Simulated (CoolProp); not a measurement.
The numbers come from the reference Helmholtz-energy equation of state, Thol 2015 in CoolProp.

Task: Give the vapour pressure (MPa), liquid density (kg/m³), vapour density (kg/m³), enthalpy of vaporisation (kJ/kg) of saturated 1,2-dichloroethane at 404, 433.5, 448.3 K.

Result: 
| T (K) | p (MPa) | liquid density (kg/m³) | vapour density (kg/m³) | enthalpy of vaporisation (kJ/kg) |
|---|---|---|---|---|
| 404 | 0.367 | 1080 | 11.7 | 295 |
| 433.5 | 0.698 | 1020 | 21.8 | 274 |
| 448.3 | 0.930 | 990 | 29.0 | 262 |
